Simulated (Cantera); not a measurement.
A perfectly stirred reactor is fed with NO : N₂ = 1 : 0.12 (molar parts), at 27.8 Torr; it is held at 1675 K, and followed from long to short residence time.

Model: GRI-Mech 3.0 (53 species, 325 reactions), integrated in Cantera. Radical loss at walls, strong at low pressure, is not modelled.

**Question.** What does this change do: temperature 1675 to 2075 K?

**Answer.** 
| quantity | before | after |
|---|---|---|
| x(NO) at τ = 12.0 s | 0.844 | 0.143 |
| x(N₂O) at τ = 12.0 s | 0.000236 | 4.79e-6 |
| x(O) at τ = 12.0 s | 3.64e-5 | 0.00374 |
| x(NO₂) at τ = 12.0 s | 0.000179 | 5.57e-5 |
| x(O₂) at τ = 12.0 s | 0.0242 | 0.372 |
| x(NO) at τ = 0.230 s | 0.892 | 0.829 |
| x(N₂O) at τ = 0.230 s | 0.000176 | 0.000231 |
| x(O) at τ = 0.230 s | 1.90e-5 | 0.00144 |
| x(NO₂) at τ = 0.230 s | 7.01e-5 | 9.31e-5 |
| x(O₂) at τ = 0.230 s | 0.000366 | 0.0306 |

**Question.** What does this change do: pressure from 27.8 Torr to 750 Torr?

**Answer.** 
```
quantity                 before     after
---------------------  --------  --------
x(NO) at τ = 12.0 s       0.844     0.478
x(N₂O) at τ = 12.0 s   0.000236   8.46e-5
x(O) at τ = 12.0 s      3.64e-5   1.59e-5
x(NO₂) at τ = 12.0 s   0.000179   0.00158
x(O₂) at τ = 12.0 s      0.0242     0.206
x(NO) at τ = 0.230 s      0.892     0.868
x(N₂O) at τ = 0.230 s  0.000176  0.000283
x(O) at τ = 0.230 s     1.90e-5   4.96e-6
x(NO₂) at τ = 0.230 s   7.01e-5  0.000836
x(O₂) at τ = 0.230 s   0.000366    0.0116
```
